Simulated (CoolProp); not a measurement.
Vapour-liquid equilibrium of R152A (1) + R113 (2) at 240 kPa; x and y are mole fractions of (1).

Computed with CoolProp (multi-fluid Helmholtz-energy mixture model, Outcalt 1996 and Marx 1992; pair parameters Bell 2016).

| x | bubble temperature (°C) | y at the bubble point | dew temperature at overall composition x (°C) | liquid density (mol/L) |
|---|---|---|---|---|
| 0.05 | 56.8 | 0.438 | 74.4 | 8.072 |
| 0.2 | 25.7 | 0.828 | 68.4 | 9.033 |
| 0.35 | 13.6 | 0.907 | 61.4 | 9.841 |
| 0.5 | 7.9 | 0.936 | 53.2 | 10.67 |
| 0.65 | 4.4 | 0.953 | 43.1 | 11.60 |
| 0.8 | 1.6 | 0.969 | 29.0 | 12.70 |
| 0.95 | -1.5 | 0.990 | 5.0 | 14.07 |

No azeotrope shows between x = 0.05 and 0.95.

Pair parameters are fitted to limited data, so mixtures are less certain than the pure fluids.
